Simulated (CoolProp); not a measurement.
Values from CoolProp's reference Helmholtz-energy equation of state, Thol 2015.

Q: For octamethylcyclotetrasiloxane (D4), give the phase and the density (kg/m³), cv (kJ/(kg K)), speed of sound (m/s), Joule-Thomson coefficient (K/MPa) at 179.75 °C and 1670 kPa; 223.65 °C and 1670 kPa; 232.35 °C and 1670 kPa.

A: 
- 179.75 °C and 1670 kPa: liquid; density 768, cv 1.72, speed of sound 478, Joule-Thomson coefficient -0.136
- 223.65 °C and 1670 kPa: liquid; density 705, cv 1.82, speed of sound 367, Joule-Thomson coefficient 0.0668
- 232.35 °C and 1670 kPa: liquid; density 691, cv 1.84, speed of sound 345, Joule-Thomson coefficient 0.129
